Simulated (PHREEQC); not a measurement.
A made-up water analysis in mg/kgw, 25 °C, pH 5.86, pe 1.6:

```tsv
constituent	mg/kgw
Na	0.263
K	0.000981
Ca	0.0385
Mg	0.0324
Cl	0.259
S(6) as SO4	0.0718
Alkalinity as HCO3	0.453
Si as SiO2	0.00859
Br	0.0105
```

Valence states are taken as typed.

Computed with PHREEQC (ion-association model, phreeqc.dat).

This is a speciation only: nothing precipitates in the calculation.

Estimate the charge-balance error.

charge-balance error -0.9 %.

In which forms is C present?

CO2 76 %, HCO3- 24 % of the C.

Complexes and solids missing from the database can't appear.
